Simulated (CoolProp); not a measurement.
Vapour-liquid equilibrium of benzene (1) + n-nonane (2) at 506.1 K; x and y are mole fractions of (1).

Values from CoolProp's multi-fluid Helmholtz-energy mixture model, Thol 2012 and Lemmon 2006; pair parameters Bell 2016.

### Question
Give the bubble pressure and the first vapour's composition at x = 0.5, 0.8, 0.95. Is there an azeotrope?

### Answer
x = 0.5: 1471 kPa, y = 0.718; x = 0.8: 1987 kPa, y = 0.897; x = 0.95: 2266 kPa, y = 0.975. No azeotrope shows between x = 0.05 and 0.95.

Pair parameters are fitted to limited data, so mixtures are less certain than the pure fluids. The gap from Raoult's law changes sign with composition, which may be real or a fault of the pair parameters; it wasn't checked against measurements.
